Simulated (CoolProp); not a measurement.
Properties of acetone at several states (Tc = 508.1 K, pc = 46.92 bar, ω = 0.307).

The numbers come from the reference Helmholtz-energy equation of state, Lemmon 2006 in CoolProp. It is a short technical equation, of lower accuracy than the large ones.

| T (K) | p (bar) | phase | Z | cp (kJ/(kg K)) | speed of sound (m/s) | fugacity coefficient |
|---|---|---|---|---|---|---|
| 439.6 | 0.231 | gas | 0.9967 | ___ | ___ | 0.9967 |
| 328.3 | 111 | liquid | ___ | ___ | 1109 | ___ |
| 310.5 | 5.56 | liquid | ___ | ___ | 1111 | 0.09009 |
| 249 | 0.841 | liquid | 0.002815 | 2.048 | ___ | 0.02646 |

### Question
Fill in the missing entries.

### Answer

- 439.6, cp (kJ/(kg K)): 1.705
- 439.6, speed of sound (m/s): 261.5
- 328.3, Z: 0.3094
- 328.3, cp (kJ/(kg K)): 2.192
- 328.3, fugacity coefficient: 0.01147
- 310.5, Z: 0.01622
- 310.5, cp (kJ/(kg K)): 2.174
- 249, speed of sound (m/s): 1396
